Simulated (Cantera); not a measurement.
Source: NASA polynomial tables (part measured, part estimated), evaluated in Cantera. Values are per mole of reaction as written; species without (g) are pure solids or liquids, kept so even where they would boil at 1 bar.

2 Ba + S2(g) = 2 BaS

```
T (K)  ΔH° (kJ)  ΔS° (J/K)  ΔG° (kJ)  log10 K  condensed phases
-----  --------  ---------  --------  -------  ----------------
300           …          …         …        …     Ba(s), BaS(s)
998     -1052.3     -189.2    -863.5    45.19     Ba(s), BaS(s)
1198          …          …         …        …     Ba(l), BaS(s)
1398    -1067.8     -204.8    -781.6    29.20     Ba(l), BaS(s)
1598    -1067.0     -204.2    -740.7    24.21     Ba(l), BaS(s)
1798    -1065.7     -203.4    -699.9    20.33     Ba(l), BaS(s)
1998    -1063.8     -202.5    -659.3    17.24     Ba(l), BaS(s)
```

Task: Complete the blanks.

Result: 
- 300, ΔH° (kJ): -1055.6
- 300, ΔS° (J/K): -196.2
- 300, ΔG° (kJ): -996.7
- 300, log10 K: 173.54
- 1198, ΔH° (kJ): -1068.2
- 1198, ΔS° (J/K): -205.0
- 1198, ΔG° (kJ): -822.5
- 1198, log10 K: 35.86
